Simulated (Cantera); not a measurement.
# Stirred combustor or abatement burner

A perfectly stirred reactor is fed with CH4 : O2 : N2 = 1 : 6.5 : 18.3 (molar parts), equivalence ratio 0.31, at 750 Torr; it is adiabatic with a 498 K inlet, and is followed from long to short residence time, starting on the burning branch (τ in s: 0.21, 0.09, 0.039, 0.017, 0.0073, 0.0031, 0.0014, 0.00059, 0.00025, 0.00011, 4.7e-05, 2e-05, 8.8e-06).

Cantera simulation using GRI-Mech 3.0 (53 species, 325 reactions); the numbers are that mechanism's predictions, not measurements.

```
τ (s)    T (K)     x CH4   x O2      x OH      x H2    x NO2     x NO       x O
-------  -----  --------  -----  --------  --------  -------  -------  --------
0.21      1405   2.70e-5  0.175  0.000211   1.33e-5  1.66e-8  8.62e-7   3.03e-5
0.090     1402   4.77e-5  0.175  0.000269   2.52e-5  1.37e-8  6.92e-7   5.19e-5
0.039     1397   8.44e-5  0.175  0.000336   4.77e-5  9.61e-9  4.97e-7   8.67e-5
0.017     1388  0.000153  0.175  0.000407   9.13e-5  5.92e-9  3.23e-7  0.000140
0.0073    1371  0.000299  0.176  0.000464  0.000185  3.25e-9  1.85e-7  0.000210
0.0031     498    0.0388  0.252    <1e-12    <1e-12   <1e-12   <1e-12    <1e-12
0.0014     498    0.0388  0.252    <1e-12    <1e-12   <1e-12   <1e-12    <1e-12
0.00059    498    0.0388  0.252    <1e-12    <1e-12   <1e-12   <1e-12    <1e-12
0.00025    498    0.0388  0.252    <1e-12    <1e-12   <1e-12   <1e-12    <1e-12
0.00011    498    0.0388  0.252    <1e-12    <1e-12   <1e-12   <1e-12    <1e-12
4.7e-5     498    0.0388  0.252    <1e-12    <1e-12   <1e-12   <1e-12    <1e-12
2.0e-5     498    0.0388  0.252    <1e-12    <1e-12   <1e-12   <1e-12    <1e-12
8.8e-6     498    0.0388  0.252    <1e-12    <1e-12   <1e-12   <1e-12    <1e-12
```
x: mole fraction; the columns are a selection and need not sum to one.
